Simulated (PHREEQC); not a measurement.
Make-up at 90 °C: 0.27 mol/kgw RbOH, 0.00048 mol/kgw KHSO4 and 0.0003 mol/kgw NH4HS. Closed to the air; pH follows from the charge balance.

The numbers come from PHREEQC with the ion-association model, wateq4f.dat.

| quantity | before | after |
|---|---|---|
| pH | 11.68 | 12.95 |
| SO4-2 (mol/kgw) | 0.000479 | 0.000480 |
| HS- (mol/kgw) | 4.07e-5 | 4.66e-5 |
| KSO4- (mol/kgw) | 8.44e-7 | 4.62e-7 |
| NH4+ (mol/kgw) | 3.76e-8 | 4.06e-8 |

What was changed between the two runs?
A. temperature from 90 to 65 °C
B. temperature from 90 to 15 °C
C. temperature from 90 to 35 °C
D. diluted 10-fold with water
E. KHSO4 from 0.00048 to 0.0048 mol/kgw

C, temperature from 90 to 35 °C

This is a speciation only: nothing precipitates in the calculation. Constants without temperature data keep their 25 °C values here. The database's pK near 12.9 for HS-/S-2 is now thought far too low, so its S-2 is overstated.
